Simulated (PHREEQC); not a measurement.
## Metal-bearing waste water (model solution)

A solution holds 39 mmol/kgw Pb(NO3)2 and 4.1 mmol/kgw CuCl2, at 20 °C. Closed to the air; pH follows from the charge balance.

Computed with PHREEQC (ion-association model, wateq4f.dat).

Precipitation was switched off in this run.

Problem. What pH does the model give?

Solution. pH 4.62.

Problem. In which forms is Pb present?

Solution. Pb+2 70 %, PbNO3+ 25 %, PbCl+ 5.3 % of the Pb.
